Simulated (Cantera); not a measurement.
A perfectly stirred reactor is fed with C3H8 : O2 : N2 = 1 : 5.88 : 22.1 (molar parts), equivalence ratio 0.85, at 1.00 bar; it is adiabatic with a 350 K inlet, and is followed from long to short residence time, starting on the burning branch (τ in s: 0.042, 0.02, 0.0092, 0.0043, 0.002, 0.00096, 0.00045, 0.00021, 0.0001, 4.7e-05, 2.2e-05, 1e-05).

Computed with Cantera and GRI-Mech 3.0 (53 species, 325 reactions). GRI-Mech 3.0 was tuned for natural gas; its chemistry of propane as a main component is partial and can be far from experiment.

One state of this run: T (K) = 1990; x C3H8 = 5.75e-6; x O2 = 0.0363; x C2H2 = 6.27e-6; x NO = 9.34e-5; x CO = 0.0151. x: mole fraction; the columns are a selection and need not sum to one.

Which value of τ (s) does it belong to?
(A) 0.0020
(B) 2.2e-5
(C) 1.0e-5
(D) 0.00045

A, 0.0020
